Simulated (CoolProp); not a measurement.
Computed with CoolProp (reference Helmholtz-energy equation of state, Lemmon 2006). It is a short technical equation, of lower accuracy than the large ones.

Q: Give the vapour pressure (bar), liquid cp (kJ/(kg K)), vapour Z of saturated carbon monoxide at -154.75, -144.15 °C.

A: 
```
T (°C)   p (bar)  liquid cp (kJ/(kg K))  vapour Z
-------  -------  ---------------------  --------
-154.75     17.2                   3.04     0.690
-144.15     29.2                   6.44     0.509
```
